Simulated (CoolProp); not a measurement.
The fluid at 357.05 K and 0.0561 MPa is throttled through a valve to 0.00971 MPa with no heat exchange. The same conditions are run with several fluids, on thermodynamics alone (safety and materials aside).

Values from CoolProp's reference Helmholtz-energy equation of state of each fluid (the fluoroketone C6F12O (FK-5-1-12): McLinden 2015; R13: Platzer 1990; c-C4F8 (RC318): Platzer 1990; R1336mzz(E): Akasaka 2023; sulfur dioxide: Gao 2016). The equations of Platzer and Polt are older, rougher fits.

```
fluid                                temperature change (K)  final density (kg/m³)
-----------------------------------  ----------------------  ---------------------
the fluoroketone C6F12O (FK-5-1-12)                    -0.7             (withheld)
R13                                                    -0.3                  0.342
c-C4F8 (RC318)                                         -0.4                  0.656
R1336mzz(E)                                            -0.7             (withheld)
sulfur dioxide                                   (withheld)             (withheld)
```

### Question
Fill in the missing entries.

### Answer

- the fluoroketone C6F12O (FK-5-1-12), final density (kg/m³): 1.04
- R1336mzz(E), final density (kg/m³): 0.539
- sulfur dioxide, temperature change (K): -1.0
- sulfur dioxide, final density (kg/m³): 0.210
